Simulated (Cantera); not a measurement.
What does this Cantera script print?

```python
import numpy as np
import cantera as ct

gas = ct.Solution("h2o2.yaml")
gas.TPX = 950, 33000, {'H2': 1.7, 'O2': 1, 'N2': 14}
reactor = ct.IdealGasConstPressureReactor(gas, energy="off", clone=False)
net = ct.ReactorNet([reactor])
net.rtol, net.atol = 1e-08, 1e-18
show = ['H2', 'O2', 'H2O2', 'OH', 'HO2']
times = np.geomspace(0.0004, 30, 15)

steps = ct.SolutionArray(gas, extra=["t"])
rows = []
print(f"{'t/s':>10s}{'T/K':>9s}{'P/Pa':>11s}" + "".join(f"{s:>11s}" for s in show))
for t in times:
    while net.time < t:
        t_next = net.step()
        steps.append(gas.state, t=t_next)
    rows.append([np.interp(t, steps.t, y) for y in (steps.T, steps.P, *steps(*show).X.T)])
    print(f"{t:10.3e}{rows[-1][0]:9.1f}{rows[-1][1]:11.4g}" + "".join(f"{x:11.3e}" for x in rows[-1][2:]))
rate = np.gradient(steps.T, steps.t)
print("integrator steps:", len(steps.t))
if steps.T.max() > steps.T[0] + 200:
    print(f"time of steepest temperature rise: {steps.t[rate.argmax()]:.4e} s")
gas.TPX = 950, 33000, {'H2': 1.7, 'O2': 1, 'N2': 14}
gas.equilibrate("TP")
print(f"equilibrium (TP): T = {gas.T:.1f} K  " + "  ".join(f"{s} {gas[s].X[0]:.3e}" for s in show))
```

Output:

```
       t/s      T/K       P/Pa         H2         O2       H2O2         OH        HO2
 4.000e-04    950.0    3.3e+04  1.018e-01  5.988e-02  1.061e-12  2.869e-11  6.852e-10
 8.918e-04    950.0    3.3e+04  1.018e-01  5.988e-02  6.286e-11  1.748e-09  3.794e-08
 1.988e-03    950.0    3.3e+04  9.925e-02  5.877e-02  2.412e-07  4.342e-05  1.500e-05
 4.433e-03    950.0    3.3e+04  4.594e-03  1.182e-02  6.147e-07  1.535e-04  5.709e-06
 9.884e-03    950.0    3.3e+04  1.265e-03  1.008e-02  4.297e-07  3.118e-05  4.240e-06
 2.204e-02    950.0    3.3e+04  5.780e-04  9.744e-03  4.075e-07  1.046e-05  3.376e-06
 4.913e-02    950.0    3.3e+04  3.089e-04  9.613e-03  4.867e-07  3.726e-06  2.644e-06
 1.095e-01    950.0    3.3e+04  1.937e-04  9.557e-03  5.855e-07  1.186e-06  2.048e-06
 2.442e-01    950.0    3.3e+04  1.314e-04  9.527e-03  4.997e-07  5.736e-07  1.577e-06
 5.445e-01    950.0    3.3e+04  8.075e-05  9.503e-03  2.807e-07  3.390e-07  1.118e-06
 1.214e+00    950.0    3.3e+04  4.332e-05  9.485e-03  1.113e-07  1.894e-07  6.860e-07
 2.707e+00    950.0    3.3e+04  2.051e-05  9.474e-03  3.190e-08  9.940e-08  3.610e-07
 6.035e+00    950.0    3.3e+04  8.696e-06  9.468e-03  7.027e-09  5.104e-08  1.655e-07
 1.346e+01    950.0    3.3e+04  3.210e-06  9.465e-03  1.226e-09  2.759e-08  6.536e-08
 3.000e+01    950.0    3.3e+04  9.007e-07  9.464e-03  1.566e-10  1.716e-08  1.965e-08
integrator steps: 2023
equilibrium (TP): T = 950.0 K  H2 3.520e-11  O2 9.464e-03  H2O2 8.609e-12  OH 2.596e-08  HO2 3.081e-11
```

Detailed kinetics in Cantera: the H2/O2 subset of GRI-Mech 3.0, which has no nitrogen chemistry. The temperature is held fixed by assumption; the heat of reaction is taken as removed at once.
